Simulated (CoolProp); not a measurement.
n-undecane along the isobar 4.03 bar: Z from the reference equation and from simpler models built on Tc = 638.8 K, pc = 19.90 bar, ω = 0.539; each cubic takes its own stable root.

Values from CoolProp's reference Helmholtz-energy equation of state, Aleksandrov 2011. It is a short technical equation, of lower accuracy than the large ones.

```tsv
T (K)	phase	reference	van der Waals	Redlich-Kwong	Soave-Redlich-Kwong	Peng-Robinson
362.2	liquid	0.03041	0.05651	0.03830	0.03611	0.03210
385.7	liquid	0.02933	0.05438	0.03698	0.03465	0.03077
409.1	liquid	0.02844	0.05266	0.03595	0.03349	0.02970
432.5	liquid	0.02772	0.05132	0.03519	0.03257	0.02885
456	liquid	0.02716	0.8455	0.03470	0.03191	0.02823
479.4	liquid	0.02676	0.8653	0.03451	0.03152	0.02785
502.8	liquid	0.02655	0.8814	0.8456	0.03144	0.02775
526.3	liquid	0.02654	0.8949	0.8670	0.03175	0.02799
549.7	gas	0.8433	0.9063	0.8843	0.8669	0.8583
573.1	gas	0.8703	0.9159	0.8986	0.8874	0.8791
596.6	gas	0.8909	0.9243	0.9106	0.9043	0.8962
620	gas	0.9070	0.9315	0.9207	0.9182	0.9104
```

At some of these states van der Waals, Redlich-Kwong gives the other phase, because its saturation line lies elsewhere.
